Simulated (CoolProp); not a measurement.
Vapour-liquid equilibrium of carbonyl sulfide (1) + propane (2) at 222.3 K; x and y are mole fractions of (1).

Values from CoolProp's multi-fluid Helmholtz-energy mixture model, Lemmon 2006 and Lemmon 2009; pair parameters Bell 2016.

```json
[
 {"x": "0.05", "bubble pressure, mixture model (MPa)": "0.07009", "bubble pressure, Raoult's law (MPa)": "0.06927", "y, mixture model": "0.080", "y, Raoult's law": "0.071"},
 {"x": "0.15", "bubble pressure, mixture model (MPa)": "0.07410", "bubble pressure, Raoult's law (MPa)": "0.07231", "y, mixture model": "0.215", "y, Raoult's law": "0.204"},
 {"x": "0.25", "bubble pressure, mixture model (MPa)": "0.07750", "bubble pressure, Raoult's law (MPa)": "0.07535", "y, mixture model": "0.331", "y, Raoult's law": "0.326"},
 {"x": "0.35", "bubble pressure, mixture model (MPa)": "0.08050", "bubble pressure, Raoult's law (MPa)": "0.07839", "y, mixture model": "0.435", "y, Raoult's law": "0.438"},
 {"x": "0.45", "bubble pressure, mixture model (MPa)": "0.08326", "bubble pressure, Raoult's law (MPa)": "0.08142", "y, mixture model": "0.532", "y, Raoult's law": "0.542"},
 {"x": "0.55", "bubble pressure, mixture model (MPa)": "0.08589", "bubble pressure, Raoult's law (MPa)": "0.08446", "y, mixture model": "0.625", "y, Raoult's law": "0.639"},
 {"x": "0.65", "bubble pressure, mixture model (MPa)": "0.08848", "bubble pressure, Raoult's law (MPa)": "0.08750", "y, mixture model": "0.715", "y, Raoult's law": "0.729"},
 {"x": "0.75", "bubble pressure, mixture model (MPa)": "0.09110", "bubble pressure, Raoult's law (MPa)": "0.09054", "y, mixture model": "0.802", "y, Raoult's law": "0.813"},
 {"x": "0.85", "bubble pressure, mixture model (MPa)": "0.09382", "bubble pressure, Raoult's law (MPa)": "0.09358", "y, mixture model": "0.886", "y, Raoult's law": "0.891"},
 {"x": "0.95", "bubble pressure, mixture model (MPa)": "0.09666", "bubble pressure, Raoult's law (MPa)": "0.09661", "y, mixture model": "0.964", "y, Raoult's law": "0.965"}
]
```

The largest gap from Raoult's law is +2.9 % in bubble pressure, at x = 0.25. No azeotrope shows between x = 0.05 and 0.95.

The pair parameters rest on a limited set of measurements; away from them the model extrapolates.
